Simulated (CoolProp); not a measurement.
Vapour-liquid equilibrium of n-hexane (1) + m-xylene (2) at 444.3 K; x and y are mole fractions of (1).

Values from CoolProp's multi-fluid Helmholtz-energy mixture model, Thol 2019 and Zhou 2012; pair parameters Bell 2016.

**Question.** Give the bubble pressure and the first vapour's composition at x = 0.05, 0.2, 0.8. Is there an azeotrope?

**Answer.** x = 0.05: 266.1 kPa, y = 0.191; x = 0.2: 409.7 kPa, y = 0.536; x = 0.8: 945.2 kPa, y = 0.924. No azeotrope shows between x = 0.05 and 0.95.

The pair parameters rest on a limited set of measurements; away from them the model extrapolates. The gap from Raoult's law changes sign with composition, which may be real or a fault of the pair parameters; it wasn't checked against measurements.
